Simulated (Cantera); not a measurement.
Input: 1 mol MgCO3, 2.3 mol SO3, 0.064 mol H2O, equilibrated at 948 K and 12.0 bar.

Equilibrium computed with Cantera from the NASA thermochemical tables; the gas is ideal and each condensed phase is pure. Candidate condensed phases: C, C6H6, C7H8, C8H18, H2O, H2SO4, Mg, MgCO3, MgO, Mg(OH)2, MgS, MgSO4, S; 130 gas species. Rates play no part.

Base state: CO2 0.396, SO3 0.386, SO2 0.128, O2 0.0640, H2O 0.0245, H2SO4 0.000881 (mole fractions); condensed: MgSO4(s).

Problem. What changes in the equilibrium state with this change: temperature from 948 K to 1875 K?

Solution. 
| species | before | after |
|---|---|---|
| SO2 | 0.128 | 0.504 |
| O2 | 0.0640 | 0.252 |
| CO2 | 0.396 | 0.222 |
| SO3 | 0.386 | 0.00717 |
| H2O | 0.0245 | 0.0141 |
| CO | <1e-9 | 5.54e-5 |
| O | <1e-9 | 3.49e-5 |
| OH | 7.77e-9 | 0.000225 |
| MgSO4(s), mol | 1.00 | 0 |
| MgO(s), mol | 0 | 1.000 |
